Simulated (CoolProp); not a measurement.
Ethane at 293.15 K and 2.16 MPa is throttled through a valve to 1.51 MPa with no heat exchange. Each further row changes one setting.

Values from CoolProp's reference Helmholtz-energy equation of state, Bücker 2006.

| case | temperature change (K) | final density (kg/m³) |
|---|---|---|
| as stated | -8.9 | 22.5 |
| outlet pressure 0.453 MPa | -24.1 | 6.40 |
| outlet pressure 1.96 MPa | -2.7 | 29.9 |
